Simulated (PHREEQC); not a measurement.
PHREEQC input (Pitzer model, pitzer.dat):

```
SOLUTION 1
  temp 25
  units mol/kgw
  pH 7 charge
  Cl 0.692
  Ca 0.052
  Na 0.43
  Mg 0.079
END
USE solution 1
INCREMENTAL_REACTIONS false
REACTION 1
  H2O -1
  0 9.886 18.011 24.689 30.178 34.689 38.397 41.444
  43.949 46.007 47.699 49.089 50.232 51.172 51.944 52.578
  53.1 53.528 53.88 54.17 moles
EQUILIBRIUM_PHASES 1
  Bischofite 0 0
  Brucite 0 0
  Halite 0 0
  Portlandite 0 0
  MgCl2_4H2O 0 0
SELECTED_OUTPUT 1
  -reset false
  -pH true
  -pe true
  -ionic_strength true
  -water true
  -activities H2O
  -totals Ca Cl Mg Na
  -molalities H+ Na+ Mg+2 Ca+2 Cl- OH- MgOH+
  -equilibrium_phases Bischofite Brucite Halite Portlandite MgCl2_4H2O
PRINT
  -reset false
END
```

Selected output (columns that matter, 20 of 20 rows; water left (kg) added in front):

```
water left (kg)	pH	mu	Ca	Cl	Mg	Na	m_H+	m_Na+	m_Mg+2	m_Ca+2	m_Cl-	m_OH-	la_H2O	Halite
1	6.6616	0.823	0.052	0.692	0.079	0.43	2.4924e-07	0.43	0.079	0.052	0.692	1.028e-07	-0.0090269	0
0.821894	6.6192	1.0013	0.063269	0.84196	0.096119	0.52318	2.6212e-07	0.52318	0.096119	0.063269	0.84196	9.9642e-08	-0.011092	0
0.675514	6.5686	1.2183	0.076978	1.0244	0.11695	0.63655	2.7685e-07	0.63655	0.11695	0.076978	1.0244	9.5301e-08	-0.013674	0
0.555203	6.5076	1.4823	0.093659	1.2464	0.14229	0.77449	2.9422e-07	0.77449	0.14229	0.093659	1.2464	8.9507e-08	-0.016926	0
0.456313	6.433	1.8036	0.11396	1.5165	0.17313	0.94234	3.1546e-07	0.94234	0.17313	0.11396	1.5165	8.2029e-08	-0.021055	0
0.375043	6.341	2.1944	0.13865	1.8451	0.21064	1.1465	3.4245e-07	1.1465	0.21064	0.13865	1.8451	7.276e-08	-0.026353	0
0.30824	6.2266	2.67	0.1687	2.245	0.25629	1.395	3.7815e-07	1.395	0.25629	0.1687	2.245	6.1826e-08	-0.033229	0
0.253345	6.0839	3.2485	0.20525	2.7315	0.31183	1.6973	4.2707e-07	1.6973	0.31183	0.20525	2.7315	4.9714e-08	-0.042262	0
0.208215	5.9059	3.9527	0.24974	3.3235	0.37942	2.0652	4.9625e-07	2.0652	0.37942	0.24974	3.3235	3.7291e-08	-0.054291	0
0.171138	5.6849	4.809	0.30385	4.0435	0.46162	2.5126	5.966e-07	2.5126	0.46162	0.30385	4.0435	2.5698e-08	-0.070503	0
0.140655	5.4125	5.8512	0.3697	4.9198	0.56166	3.0571	7.4582e-07	3.0571	0.56166	0.3697	4.9198	1.5997e-08	-0.092639	0
0.115613	5.0796	7.1186	0.44978	5.9855	0.68332	3.7193	9.7305e-07	3.7193	0.68332	0.44978	5.9855	8.8438e-09	-0.12318	0
0.0950203	4.8845	7.8627	0.54725	6.4841	0.8314	3.7268	1.1704e-06	3.7268	0.8314	0.54725	6.4841	7.099e-09	-0.13965	0.075881
0.0780853	4.7814	8.2844	0.66594	6.6067	1.0117	3.2514	1.3268e-06	3.2514	1.0117	0.66594	6.6067	7.5096e-09	-0.14533	0.17611
0.0641769	4.6558	8.8303	0.81026	6.7891	1.231	2.7066	1.5158e-06	2.7066	1.231	0.81026	6.7891	8.0074e-09	-0.1538	0.2563
0.0527548	4.4957	9.5538	0.98569	7.0706	1.4975	2.1042	1.7538e-06	2.1042	1.4975	0.98569	7.0706	8.4574e-09	-0.16702	0.31899
0.0433504	4.2802	10.543	1.1995	7.5207	1.8224	1.477	2.0743e-06	1.477	1.8224	1.1995	7.5207	8.5412e-09	-0.18878	0.36597
0.0356396	3.9793	11.922	1.4591	8.2467	2.2166	0.89528	2.5434e-06	0.89528	2.2166	1.4591	8.2467	7.7661e-09	-0.22581	0.39809
0.0292979	3.5542	13.859	1.7749	9.3877	2.6964	0.44511	3.2929e-06	0.44511	2.6964	1.7749	9.3877	5.9015e-09	-0.28943	0.41696
0.0240733	2.9746	16.5	2.1601	11.059	3.2816	0.17535	4.5458e-06	0.17535	3.2816	2.1601	11.059	3.5796e-09	-0.39534	0.42578
```
